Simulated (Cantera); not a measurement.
## Counterflow diffusion flame

A counterflow diffusion flame at 100000 Pa, nozzles 20 mm apart: fuel side CH4 = 1 (molar parts) at 400 K, oxidiser side O2 : N2 = 0.28 : 0.72 (molar parts) at 425 K, fuel mass flux 0.72 times the oxidiser's; mixture-averaged transport, no radiation.

Detailed kinetics in Cantera: GRI-Mech 3.0 (53 species, 325 reactions). GRI-Mech 3.0 has no aromatics or soot, which form on the fuel side of real flames. The maximum strain rate includes the flame's own expansion and is several times the mean.

```json
[
 {"oxidiser flux (kg/m²/s)": "0.25", "max strain (1/s)": "199", "mean strain (1/s)": "33.8", "T max (K)": "2356", "peak x OH": "0.0148", "peak x H": "0.00640", "peak x NO": "0.000582", "peak x CO": "0.0920", "peak x C2H2": "0.0213"},
 {"oxidiser flux (kg/m²/s)": "0.35", "max strain (1/s)": "265", "mean strain (1/s)": "47.3", "T max (K)": "2334", "peak x OH": "0.0148", "peak x H": "0.00670", "peak x NO": "0.000519", "peak x CO": "0.0900", "peak x C2H2": "0.0207"},
 {"oxidiser flux (kg/m²/s)": "0.48", "max strain (1/s)": "348", "mean strain (1/s)": "64.9", "T max (K)": "2316", "peak x OH": "0.0148", "peak x H": "0.00697", "peak x NO": "0.000469", "peak x CO": "0.0882", "peak x C2H2": "0.0200"},
 {"oxidiser flux (kg/m²/s)": "0.66", "max strain (1/s)": "460", "mean strain (1/s)": "89.3", "T max (K)": "2301", "peak x OH": "0.0147", "peak x H": "0.00723", "peak x NO": "0.000426", "peak x CO": "0.0864", "peak x C2H2": "0.0193"},
 {"oxidiser flux (kg/m²/s)": "0.91", "max strain (1/s)": "612", "mean strain (1/s)": "123", "T max (K)": "2288", "peak x OH": "0.0147", "peak x H": "0.00752", "peak x NO": "0.000386", "peak x CO": "0.0848", "peak x C2H2": "0.0186"},
 {"oxidiser flux (kg/m²/s)": "1.3", "max strain (1/s)": "843", "mean strain (1/s)": "176", "T max (K)": "2274", "peak x OH": "0.0145", "peak x H": "0.00783", "peak x NO": "0.000343", "peak x CO": "0.0833", "peak x C2H2": "0.0178"},
 {"oxidiser flux (kg/m²/s)": "1.7", "max strain (1/s)": "1070", "mean strain (1/s)": "230", "T max (K)": "2262", "peak x OH": "0.0143", "peak x H": "0.00801", "peak x NO": "0.000308", "peak x CO": "0.0822", "peak x C2H2": "0.0171"}
]
```
x: mole fraction; the columns are a selection and need not sum to one.
